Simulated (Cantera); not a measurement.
A perfectly stirred reactor is fed with H2 : O2 = 0.048 : 1 (molar parts), at 0.00938 atm; it is held at 1225 K, and followed from long to short residence time.

Computed with Cantera and GRI-Mech 3.0 (53 species, 325 reactions). Radical loss at walls, strong at low pressure, is not modelled. The temperature is held fixed by assumption; the heat of reaction is taken as removed at once.

| quantity | before | after |
|---|---|---|
| x(H2) at τ = 3.30 s | 9.91e-5 | 3.85e-5 |
| x(O2) at τ = 3.30 s | 0.950 | 0.981 |
| x(O) at τ = 3.30 s | 0.00248 | 0.00206 |
| x(OH) at τ = 3.30 s | 0.00103 | 0.000564 |
| x(H2O) at τ = 3.30 s | 0.0461 | 0.0166 |
| x(H2) at τ = 83.0 ms | 0.000788 | 0.000320 |
| x(O2) at τ = 83.0 ms | 0.933 | 0.972 |
| x(O) at τ = 83.0 ms | 0.0179 | 0.0102 |
| x(OH) at τ = 83.0 ms | 0.00285 | 0.00140 |
| x(H2O) at τ = 83.0 ms | 0.0426 | 0.0155 |

**Question.** Which change was made?
A) O2 1 to 2.8 parts
B) pressure from 0.00938 atm to 0.0132 atm
C) pressure from 0.00938 atm to 0.0197 atm
D) temperature 1225 to 1425 K

**Answer.** A, O2 1 to 2.8 parts
